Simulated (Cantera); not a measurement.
A perfectly stirred reactor is fed with 6.93 % CH₃OH, 19.6 % O₂, 73.5 % N₂, equivalence ratio 0.53, at 13.0 bar; it is adiabatic with a 350 K inlet, and is followed from long to short residence time, starting on the burning branch (τ in s: 0.051, 0.019, 0.0071, 0.0026, 0.00098, 0.00036, 0.00014, 5e-05, 1.9e-05).

Cantera simulation using GRI-Mech 3.0 (53 species, 325 reactions); the numbers are that mechanism's predictions, not measurements. GRI-Mech 3.0 was tuned for natural gas; its chemistry of methanol as a main component is partial and can be far from experiment. The pressure lies above the range GRI-Mech 3.0 was tuned for (to about 10 atm).

Task: Predict: blow-out, bracketed by the residence times tried; x(CH₃OH) at τ = 51.0 ms; x(O₂) at τ = 51.0 ms; x(NO) at τ = 51.0 ms; x(CH₃OH) at τ = 0.980 ms; x(O₂) at τ = 0.980 ms; x(NO) at τ = 0.980 ms.

Result: 
| Quantity | Result |
|---|---|
| blow-out, bracketed by the residence times tried | burning at 0.980 ms, out at 0.360 ms |
| x(CH₃OH) at τ = 51.0 ms | 4.94e-6 |
| x(O₂) at τ = 51.0 ms | 0.0891 |
| x(NO) at τ = 51.0 ms | 1.33e-6 |
| x(CH₃OH) at τ = 0.980 ms | 0.000502 |
| x(O₂) at τ = 0.980 ms | 0.0969 |
| x(NO) at τ = 0.980 ms | 1.42e-7 |
